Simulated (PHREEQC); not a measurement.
NaHCO3 is added in steps, without added water, to 1 kg of water holding 0.052 mol/kgw CsCl, 0.00095 mol/kgw LiF and 0.00026 mol/kgw SrCl2, at 25 °C. O2 is buffered at 0.21 atm. The system is closed to CO2. Only these solids could form: SrF2, Strontianite, Halite, Nahcolite, Natron.

Base run: PHREEQC, ion-association model, wateq4f.dat. Each further column changes one thing. The table gives Sr in solution (mol/kgw).

```csv
NaHCO3 added (mol),base,all activity coefficients set to 1,Davies equation for every ion,Debye-Hückel limiting law,metal-ligand complexes left out
0,0.000260,0.000260,0.000260,0.000260,0.000260
0.006583,9.30e-5,3.68e-5,…,0.000132,8.92e-5
0.01646,2.93e-5,9.32e-6,3.12e-5,5.10e-5,2.54e-5
0.02304,2.02e-5,6.34e-6,2.15e-5,3.73e-5,1.64e-5
0.03292,1.45e-5,4.60e-6,1.55e-5,2.85e-5,1.08e-5
0.0395,1.25e-5,4.04e-6,…,2.56e-5,8.88e-6
0.04608,1.13e-5,3.68e-6,…,2.38e-5,…
0.05596,1.00e-5,3.34e-6,1.06e-5,2.22e-5,6.33e-6
0.06254,9.45e-6,3.19e-6,1.00e-5,2.15e-5,5.73e-6
0.07242,8.82e-6,3.03e-6,9.31e-6,2.09e-5,5.06e-6
0.079,8.50e-6,2.95e-6,8.96e-6,2.07e-5,4.71e-6
```

Question: Complete the blanks.

Answer: 
- 0.006583, Davies equation for every ion: 9.73e-5
- 0.0395, Davies equation for every ion: 1.34e-5
- 0.04608, Davies equation for every ion: 1.20e-5
- 0.04608, metal-ligand complexes left out: 7.61e-6
